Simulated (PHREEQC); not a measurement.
Dissolve 0.026 mol/kgw CdCl2, 9.7e-05 mol/kgw H3BO3 and 0.0513 mol/kgw FeSO4 at 17 °C. Closed to the air; pH follows from the charge balance.

Equilibrium calculation in PHREEQC: ion-association model, wateq4f.dat.

No solid was allowed to form.

Problem. Order these Fe species by the share of Fe that they hold, largest first: FeCl+, Fe+2, FeSO4.

Solution. Fe+2 (69 %), FeSO4 (30 %), FeCl+ (1.3 %)

Problem. Order these S species by the share of S that they hold, largest first: FeSO4, SO4-2, Cd(SO4)2-2, CdSO4.

Solution. SO4-2 (52 %), FeSO4 (30 %), CdSO4 (11 %), Cd(SO4)2-2 (7.0 %)

The pH is 5.81 and the ionic strength 0.169 mol/kgw. Species that the database lacks are ignored.
